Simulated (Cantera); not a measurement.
A perfectly stirred reactor is fed with 28.1 % H₂, 71.9 % O₂, equivalence ratio 0.20, at 3600 Pa; it is held at 1325 K, and followed from long to short residence time.

Computed with Cantera and GRI-Mech 3.0 (53 species, 325 reactions). Radical loss at walls, strong at low pressure, is not modelled. The temperature is held fixed by assumption; the heat of reaction is taken as removed at once.

**Question.** Predict: x(H₂) at τ = 3.30 s; x(O₂) at τ = 3.30 s; x(H) at τ = 3.30 s; x(HO₂) at τ = 3.30 s; x(H₂O₂) at τ = 3.30 s; x(H₂) at τ = 32.0 ms; x(O₂) at τ = 32.0 ms; x(H) at τ = 32.0 ms; x(HO₂) at τ = 32.0 ms; x(H₂O₂) at τ = 32.0 ms.

**Answer.** 
```
Property                   Value
----------------------  --------
x(H₂) at τ = 3.30 s     0.000174
x(O₂) at τ = 3.30 s        0.673
x(H) at τ = 3.30 s       3.70e-5
x(HO₂) at τ = 3.30 s     2.96e-6
x(H₂O₂) at τ = 3.30 s    2.22e-7
x(H₂) at τ = 32.0 ms     0.00347
x(O₂) at τ = 32.0 ms       0.662
x(H) at τ = 32.0 ms      0.00378
x(HO₂) at τ = 32.0 ms    1.86e-5
x(H₂O₂) at τ = 32.0 ms   9.26e-7
```
